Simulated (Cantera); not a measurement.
A closed system holds: 1 mol CuO, 1.7 mol C, 0.087 mol CO, at 1.70 mbar.

Equilibrium computed with Cantera from the NASA thermochemical tables; the gas is ideal and each condensed phase is pure. Candidate condensed phases: C, Cu, CuO, Cu2O; 15 gas species. Rates play no part. All values below are at 2248 K.

Base state: CO 0.521, Cu 0.479, Cu2 0.000102 (mole fractions); condensed: C(graphite).

### Question
What changes in the equilibrium state with this change: pressure from 1.70 mbar to 0.133 bar?

### Answer
```
species             before    after
----------------  --------  -------
CO                   0.521    0.749
Cu                   0.479    0.249
Cu2               0.000102  0.00215
C(graphite), mol     0.700    0.700
Cu(l), mol               0    0.633
```
